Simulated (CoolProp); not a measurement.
Vapour-liquid equilibrium of cyclopentane (1) + octamethylcyclotetrasiloxane (D4) (2) at 434.1 K; x and y are mole fractions of (1).

Model: multi-fluid Helmholtz-energy mixture model, Gedanitz 2015 and Thol 2015; pair parameters Bell 2016, in CoolProp.

Question: Give the bubble pressure and the first vapour's composition at x = 0.05, 0.65, 0.8. Is there an azeotrope?

Answer: x = 0.05: 0.1044 MPa, y = 0.359; x = 0.65: 0.7742 MPa, y = 0.960; x = 0.8: 1.033 MPa, y = 0.982. No azeotrope shows between x = 0.05 and 0.95.

The pair parameters rest on a limited set of measurements; away from them the model extrapolates.
